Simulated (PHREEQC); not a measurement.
Consider water at 25 °C with 0.29 mol Mn(NO3)2 per kg of water. Closed to the air; pH follows from the charge balance.

Equilibrium calculation in PHREEQC: ion-association model, phreeqc.dat.

Each row changes one thing in this solution. Precipitation was switched off in this run.

```json
[
 {"case": "as made", "pH": "5.88", "ionic strength (mol/kgw)": "0.814"},
 {"case": "diluted 5-fold with water", "pH": "6.13", "ionic strength (mol/kgw)": "0.172"},
 {"case": "Mn(NO3)2 replaced by HNO3 at the same molality", "pH": "0.64", "ionic strength (mol/kgw)": "0.290"},
 {"case": "Mn(NO3)2 from 0.29 to 0.058 mol/kgw", "pH": "6.13", "ionic strength (mol/kgw)": "0.172"},
 {"case": "Mn(NO3)2 from 0.29 to 0.145 mol/kgw", "pH": "5.99", "ionic strength (mol/kgw)": "0.422"},
 {"case": "Mn(NO3)2 from 0.29 to 0.435 mol/kgw", "pH": "5.82", "ionic strength (mol/kgw)": "1.18"},
 {"case": "temperature from 25 to 85 °C", "pH": "5.03", "ionic strength (mol/kgw)": "0.831"},
 {"case": "temperature from 25 to 15 °C", "pH": "6.06", "ionic strength (mol/kgw)": "0.811"}
]
```

The ionic strength passes 0.7 mol/kgw, the rough limit of the ion-association models, in as made; Mn(NO3)2 from 0.29 to 0.435 mol/kgw; temperature from 25 to 85 °C; temperature from 25 to 15 °C. At this temperature some constants are extrapolated from 25 °C, and those without enthalpy data are left unchanged.
